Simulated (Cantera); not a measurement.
Input: 1 mol SiH₂Cl₂, 0.35 mol N₂, at 1873.15 K and 8.80 Pa.

Cantera equilibrium calculation (NASA polynomials, part measured and part estimated; ideal gas, pure solids and liquids). Candidate condensed phases: NH₄Cl, Si, Si₃N₄; 28 gas species. The tables' values for SiCl, SiCl₃, SiN are old estimates; treat these amounts as uncertain. Gases not in the tables: Si₂H₆ and higher silanes. Rates play no part.

Base state: SiCl₂ 0.270, H₂ 0.269, HCl 0.174, N₂ 0.131, Si 0.0860, H 0.0357, Cl 0.0175, SiCl 0.0154 (mole fractions); condensed: gas only.

Task: What changes in the equilibrium state with this change: SiH₂Cl₂ replaced by SiHCl₃?

Result: 
```json
[
 {"species": "SiCl₂", "before": "0.270", "after": "0.390"},
 {"species": "HCl", "before": "0.174", "after": "0.321"},
 {"species": "N₂", "before": "0.131", "after": "0.140"},
 {"species": "H₂", "before": "0.269", "after": "0.0337"},
 {"species": "Si", "before": "0.0860", "after": "0.00458"},
 {"species": "Cl", "before": "0.0175", "after": "0.0912"},
 {"species": "SiCl", "before": "0.0154", "after": "0.00428"},
 {"species": "H", "before": "0.0357", "after": "0.0127"},
 {"species": "Si₃", "before": "0.000108", "after": "1.62e-8"},
 {"species": "Si₂", "before": "0.000550", "after": "1.56e-6"},
 {"species": "Si₂N", "before": "0.000134", "after": "3.92e-7"},
 {"species": "SiH₂", "before": "1.13e-5", "after": "7.55e-8"}
]
```
The tables' values for SiCl, SiCl₃ are old estimates; treat these amounts as uncertain.

Task: What changes in the equilibrium state with this change: temperature from 1873.15 K to 1723.15 K?

Result: 
| species | before | after |
|---|---|---|
| SiCl₂ | 0.270 | 0.324 |
| H₂ | 0.269 | 0.324 |
| HCl | 0.174 | 0.174 |
| Si | 0.0860 | 0.0112 |
| Cl | 0.0175 | 0.00461 |
| SiCl | 0.0154 | 0.00448 |
| H | 0.0357 | 0.0111 |
| N₂ | 0.131 | 0.146 |
| Si₂ | 0.000550 | 5.31e-5 |
| Si₃ | 0.000108 | 1.32e-5 |
| SiN | 0.000105 | 2.25e-5 |
| Si(l), mol | 0 | 0.182 |
